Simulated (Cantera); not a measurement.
A perfectly stirred reactor is fed with 24.9 % H2, 34.1 % O2, 41.0 % N2, equivalence ratio 0.36, at 1.00 bar; it is held at 1298 K, and followed from long to short residence time.

Cantera simulation using GRI-Mech 3.0 (53 species, 325 reactions); the numbers are that mechanism's predictions, not measurements. The temperature is held fixed by assumption; the heat of reaction is taken as removed at once.

x: mole fraction; the columns are a selection and need not sum to one.

| τ (s) | x H2 | x O2 | x NO | x H2O | x H2O2 |
|---|---|---|---|---|---|
| 14 | 1.30e-5 | 0.248 | 2.72e-7 | 0.285 | 8.37e-8 |
| 4.9 | 2.66e-5 | 0.248 | 3.34e-7 | 0.285 | 1.48e-7 |
| 1.7 | ___ | 0.248 | 3.81e-7 | 0.284 | ___ |
| 0.61 | ___ | 0.248 | 3.82e-7 | 0.284 | ___ |
| 0.22 | 0.000220 | 0.248 | 3.33e-7 | 0.284 | 7.25e-7 |
| 0.076 | 0.000452 | 0.248 | 2.61e-7 | 0.284 | 1.23e-6 |
| 0.027 | 0.000899 | 0.248 | 2.02e-7 | 0.283 | 2.05e-6 |
| 0.0095 | 0.00176 | 0.248 | 1.75e-7 | 0.282 | 3.37e-6 |
| 0.0034 | 0.00329 | 0.248 | 1.94e-7 | 0.280 | 5.23e-6 |
| 0.0012 | 0.00600 | 0.249 | 2.83e-7 | 0.276 | 7.61e-6 |
| 0.00042 | 0.0107 | 0.250 | 4.79e-7 | 0.270 | 1.04e-5 |

Task: Complete the blanks.

Result: 
- 1.7, x H2: 5.48e-5
- 1.7, x H2O2: 2.58e-7
- 0.61, x H2: 0.000110
- 0.61, x H2O2: 4.36e-7
